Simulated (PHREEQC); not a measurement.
Dissolve 0.28 mol HNO3, 0.12 mol KNO3 and 0.0026 mol KH2PO4 per kg of water at 39 °C. Closed to the air; pH follows from the charge balance.

Equilibrium calculation in PHREEQC: ion-association model, phreeqc.dat.

```
quantity                    before     after
------------------------  --------  --------
pH                            0.67      0.66
ionic strength (mol/kgw)     0.400     0.280
H3PO4 (mol/kgw)            0.00249   0.00250
H2PO4- (mol/kgw)          0.000106   9.90e-5
HPO4-2 (mol/kgw)          1.04e-10  8.58e-11
```

**Question.** What was changed between the two runs?
A. KNO3 left out
B. KNO3 replaced by K2SO4 at the same molality
C. HNO3 left out
D. HNO3 from 0.28 to 0.028 mol/kgw

**Answer.** A, KNO3 left out

Precipitation was switched off in this run. Away from 25 °C the constants follow the database's enthalpies or fits; those with neither stay at their 25 °C values.
